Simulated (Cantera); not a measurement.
**Si + HCl + H2 (chlorosilane synthesis and conversion)**

A closed system holds: 1 mol Si, 0.99 mol HCl, 12 mol H2, equilibrated at 1075 K and 0.670 bar.

Cantera equilibrium calculation (NASA polynomials, part measured and part estimated; ideal gas, pure solids and liquids). Candidate condensed phases: Si; 19 gas species. The tables' values for SiCl3 are old estimates; treat these amounts as uncertain. Rates play no part.

x(H2): 0.968
x(HCl): 0.0130
x(SiCl4): 0.00897
x(SiHCl3): 0.00830
x(SiH2Cl2): 0.000899
x(SiCl3): 0.000439
x(SiCl2): 0.000341
x(SiH3Cl): 2.56e-5
n(Si(s)): 0.758 mol
gas amount: 12.76 mol
